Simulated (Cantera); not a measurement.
Adiabatic ignition

An adiabatic, constant-volume homogeneous reactor starts with 16.8 % CH3OH, 10.5 % O2, 57.7 % N2, 15.1 % H2O, equivalence ratio 2.4, at 1625 K and 101000 Pa.

Cantera simulation using GRI-Mech 3.0 (53 species, 325 reactions); the numbers are that mechanism's predictions, not measurements. GRI-Mech 3.0 was tuned for natural gas; its chemistry of methanol as a main component is partial and can be far from experiment.

| t (s) | T (K) | P (bar) | x CH3OH | x O2 | x H2O | x H2 | x CH2 |
|---|---|---|---|---|---|---|---|
| 1.00e-6 | 1625 | 1.01 | 0.167 | 0.105 | 0.151 | 5.43e-5 | 1.57e-6 |
| 2.85e-6 | 1625 | 1.01 | 0.167 | 0.104 | 0.151 | 0.000208 | 1.56e-6 |
| 8.11e-6 | 1624 | 1.01 | 0.165 | 0.104 | 0.151 | 0.000993 | 1.54e-6 |
| 2.31e-5 | 1639 | 1.04 | 0.147 | 0.0962 | 0.157 | 0.00986 | 1.78e-6 |
| 6.58e-5 | 2306 | 1.81 | <1e-12 | 0.00111 | 0.240 | 0.127 | <1e-12 |
| 0.000187 | 2489 | 1.93 | <1e-12 | 0.000211 | 0.253 | 0.131 | <1e-12 |
| 0.000534 | 2528 | 1.95 | <1e-12 | 9.51e-5 | 0.256 | 0.132 | <1e-12 |
| 0.00152 | 2529 | 1.95 | <1e-12 | 9.16e-5 | 0.256 | 0.132 | <1e-12 |
| 0.00433 | 2529 | 1.95 | <1e-12 | 9.07e-5 | 0.256 | 0.132 | <1e-12 |
| 0.0123 | 2528 | 1.95 | <1e-12 | 8.96e-5 | 0.256 | 0.132 | <1e-12 |
| 0.0351 | 2527 | 1.95 | <1e-12 | 8.94e-5 | 0.256 | 0.132 | <1e-12 |
| 0.100 | 2527 | 1.95 | <1e-12 | 8.94e-5 | 0.256 | 0.132 | <1e-12 |
x: mole fraction; the columns are a selection and need not sum to one.

```yaml
time_of_steepest_temperature_rise: 41.1 µs
temperature at 0.100 s: 2527 K
equilibrium_temperature: 2527 K
x(CH3OH) at 0.100 s: <1e-12 (gas-phase equilibrium <1e-12)
x(O2) at 0.100 s: 8.94e-5 (gas-phase equilibrium 8.94e-5)
x(H2O) at 0.100 s: 0.256 (gas-phase equilibrium 0.256)
```
